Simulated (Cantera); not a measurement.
## Thermodynamics of carbothermic reduction, feed Ta2O5 + CH4 + CO

A closed system holds: 1 mol Ta2O5, 4.2 mol CH4, 0.68 mol CO, held at 0.00130 bar.

These are equilibrium values from Cantera (NASA tables, ideal gas, pure condensed phases), not measurements of a reactor. Candidate condensed phases: C, C6H6, C7H8, C8H18, H2O, Ta, TaC, Ta2O5; 113 gas species. Mutual solubility and eutectic melting of coexisting phases are not modelled. TaC: taken at fixed stoichiometry. Condensed phases not in the tables: Ta2C, N, O or C dissolved in the metal. Kinetics and transport are ignored.

From 1000 K to 1825 K the condensed part is TaC(s) + Ta2O5(s). At 1900 K the condensed part is Ta(s) + Ta2O5(s).

| T (K) | x H2 | x CO | x H | x H2O | n TaC(s) | n Ta2O5(s) | n Ta(s) |
|---|---|---|---|---|---|---|---|
| 1000 | 0.695 | 0.305 | 5.25e-8 | 0.000116 | 1.20 | 0.400 | 0 |
| 1075 | 0.695 | 0.305 | 3.39e-7 | 0.000152 | 1.20 | 0.400 | 0 |
| 1150 | 0.695 | 0.305 | 1.73e-6 | 0.000191 | 1.20 | 0.400 | 0 |
| 1225 | 0.695 | 0.305 | 7.21e-6 | 0.000233 | 1.20 | 0.399 | 0 |
| 1300 | 0.695 | 0.304 | 2.56e-5 | 0.000277 | 1.20 | 0.399 | 0 |
| 1375 | 0.695 | 0.304 | 7.92e-5 | 0.000322 | 1.20 | 0.399 | 0 |
| 1450 | 0.695 | 0.304 | 0.000219 | 0.000368 | 1.20 | 0.399 | 0 |
| 1525 | 0.695 | 0.304 | 0.000547 | 0.000413 | 1.20 | 0.399 | 0 |
| 1600 | 0.694 | 0.304 | 0.00126 | 0.000458 | 1.20 | 0.399 | 0 |
| 1675 | 0.693 | 0.304 | 0.00268 | 0.000502 | 1.20 | 0.399 | 0 |
| 1750 | 0.690 | 0.304 | 0.00536 | 0.000544 | 1.20 | 0.399 | 0 |
| 1825 | 0.686 | 0.303 | 0.0101 | 0.000583 | 1.20 | 0.399 | 0 |
| 1900 | 0.618 | 0.364 | 0.0173 | 0.000713 | 0 | 0.157 | 1.68 |
x: gas mole fraction; n: condensed amount in mol.
